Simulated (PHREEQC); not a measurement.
A PHREEQC speciation (ion-association model, phreeqc.dat) at 20 °C gives pH 4.22 and these molalities:

```
species     mol/kgw
---------  --------
SO4-2        0.0557
NH4+         0.0346
AlSO4+       0.0293
AlF+2        0.0244
Al(SO4)2-    0.0143
AlF2+       0.00811
NH4SO4-     0.00636
Al+3        0.00359
AlOH+2     0.000177
AlF3       0.000120
HSO4-      0.000112
H+          7.62e-5
Al(OH)2+    5.93e-6
```

What are the element totals, and what could have been dissolved in 1 kg of water to give them?

One answer among several that fit: totals Al 0.0800, F 0.0410, N(-3) 0.0410, S(6) 0.120 mol/kgw, from 0.04 mol/kgw Al2(SO4)3 and 0.041 mol/kgw NH4F.

Precipitation was switched off in this run. Saturation is exceeded, for instance for Gibbsite (slow to form); the values hold only as long as no solid forms. Fluoro complexes past AlF4- and FeF3 are missing from the database.
